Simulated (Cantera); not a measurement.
Feed: 1 mol Si, 2.1 mol NF3, 65 mol H2, held at 1423 K and 14.0 Pa.

Cantera equilibrium calculation (NASA polynomials, part measured and part estimated; ideal gas, pure solids and liquids). Candidate condensed phases: Si, Si3N4; 37 gas species. The tables' values for SiF3, SiF2 are old estimates; treat these amounts as uncertain. The numbers say what is thermodynamically allowed, not how fast it happens.

Base state: H2 0.932, HF 0.0373, N2 0.0154, SiF4 0.0114, SiF3 0.00273, H 0.000542, SiF2 0.000428, SiHF3 7.80e-5 (mole fractions); condensed: gas only.

What changes in the equilibrium state with this change: temperature from 1423 K to 1050 K?


```csv
species,before,after
H2,0.932,0.936
HF,0.0373,0.0337
N2,0.0154,0.0154
SiF4,0.0114,0.0147
SiF2,0.000428,<1e-9
SiF3,0.00273,2.04e-6
```

What changes in the equilibrium state with this change: temperature from 1423 K to 898.15 K?


| species | before | after |
|---|---|---|
| H2 | 0.932 | 0.936 |
| HF | 0.0373 | 0.0337 |
| N2 | 0.0154 | 0.0154 |
| SiF4 | 0.0114 | 0.0147 |
| SiF2 | 0.000428 | <1e-9 |
| SiF3 | 0.00273 | 1.50e-8 |
| H | 0.000542 | 8.99e-9 |
| SiHF3 | 7.80e-5 | 1.37e-7 |

What changes in the equilibrium state with this change: temperature from 1423 K to 1200 K?


| species | before | after |
|---|---|---|
| H2 | 0.932 | 0.936 |
| HF | 0.0373 | 0.0338 |
| N2 | 0.0154 | 0.0154 |
| SiF4 | 0.0114 | 0.0146 |
| SiF2 | 0.000428 | 4.23e-7 |
| SiF3 | 0.00273 | 7.49e-5 |
| H | 0.000542 | 1.61e-5 |
| SiHF3 | 7.80e-5 | 1.33e-5 |
The tables' values for SiF3 are old estimates; treat these amounts as uncertain.
